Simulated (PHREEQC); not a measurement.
Nickel, zinc or cadmium bath: speciation

Make-up at 90 °C: 0.0057 mol ZnSO4 per kg of water. Closed to the air; pH follows from the charge balance.

Model: ion-association model, phreeqc.dat, run in PHREEQC.

The pH is 5.09 and the ionic strength is 0.0156 mol/kgw. The specific conductance is 2430 µS/cm.

```tsv
species	molality	activity	log γ
Zn+2	0.00390	0.00224	-0.241
SO4-2	0.00387	0.00222	-0.242
ZnSO4	0.00175	0.00175	0.002
Zn(SO4)2-2	3.72e-5	2.09e-5	-0.249
ZnOH+	2.01e-5	1.74e-5	-0.062
HSO4-	1.10e-5	9.53e-6	-0.062
H+	9.12e-6	8.08e-6	-0.053
OH-	5.64e-8	4.87e-8	-0.064
```

No solid was allowed to form. Constants without temperature data keep their 25 °C values here.
